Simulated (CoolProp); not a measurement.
The numbers come from the reference Helmholtz-energy equation of state, Penoncello 2003 in CoolProp.

Question: Give the vapour pressure (MPa), vapour density (kg/m³), enthalpy of vaporisation (kJ/kg), vapour viscosity (µPa s) of saturated CHF3 (R23) at 275.3 K.

Answer: 
```
T (K)  p (MPa)  vapour density (kg/m³)  enthalpy of vaporisation (kJ/kg)  vapour viscosity (µPa s)
-----  -------  ----------------------  --------------------------------  ------------------------
275.3     2.64                     128                               133                      15.2
```

Viscosity comes from a separate model (Shan 2000).
